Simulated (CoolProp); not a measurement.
Carbon dioxide at 293.15 K and 19.3 MPa flows at 1.7 m/s in a round tube of 6 mm bore and 45 µm roughness, fully developed (64/Re and Nu = 3.66 if laminar; Colebrook and Gnielinski if turbulent). Each further row changes one setting.

Model: reference Helmholtz-energy equation of state, Span 1996, in CoolProp.

| case | Reynolds number | Darcy friction factor | pressure drop (Pa/m) | heat-transfer coefficient (W/(m² K)) | mass flow (kg/h) |
|---|---|---|---|---|---|
| as stated | 93800 | (withheld) | 7920 | 9960 | (withheld) |
| velocity 3.4 m/s | 188000 | (withheld) | 31300 | 19800 | (withheld) |
| diameter 12 mm | 188000 | 0.0285 | 3200 | 8360 | (withheld) |

Question: Some entries are withheld; supply them.

Answer: 
- as stated, Darcy friction factor: 0.0352
- as stated, mass flow (kg/h): 161
- velocity 3.4 m/s, Darcy friction factor: 0.0349
- velocity 3.4 m/s, mass flow (kg/h): 323
- diameter 12 mm, mass flow (kg/h): 646

Viscosity comes from a separate model (Laesecke 2017). Thermal conductivity comes from a separate model (Huber 2016).
